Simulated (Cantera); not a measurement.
Input: 1 mol Hg, 11 mol N2, at 852 °C and 0.210 Torr.

Equilibrium computed with Cantera from the NASA thermochemical tables; the gas is ideal and each condensed phase is pure. Candidate condensed phases: Hg; 3 gas species. Equilibrium is a limit: real reactors are often held back by kinetics, nucleation or transport.

Q: What is the equilibrium state?

A: 
```json
{
 "x(N2)": "0.917",
 "x(Hg)": "0.0833",
 "gas_amount": "12.00 mol",
 "log10 activity of Hg(l) (absent)": "-6.74"
}
```
